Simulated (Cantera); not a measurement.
Feed: 1 mol borazine, a varied amount of H₂O, 2.9 mol H₂, at 1848 K and 0.000260 bar.

Equilibrium computed with Cantera from the NASA thermochemical tables; the gas is ideal and each condensed phase is pure. Candidate condensed phases: B, BN, B₂O₃, B₃O₃H₃, H₂O; 39 gas species. The feed counts by its element totals alone. Mutual solubility and eutectic melting of coexisting phases are not modelled. Rates play no part.

Question: What share of the B ends up in condensed phases as a function of n(H₂O) (mol), at 0.055, 0.11, 0.21, 0.41, 0.8, 1.6, 3, 5.9, 12?

Answer: 
```csv
n(H₂O) (mol),B condensed (%),as
0.055,98.1,B(s) + BN(s)
0.11,96.3,B(s) + BN(s)
0.21,92.9,B(s) + BN(s)
0.41,86.3,B(s) + BN(s)
0.8,73.2,BN(s)
1.6,46.6,BN(s)
3,0.2,BN(s)
5.9,0.0,-
12,0.0,-
```
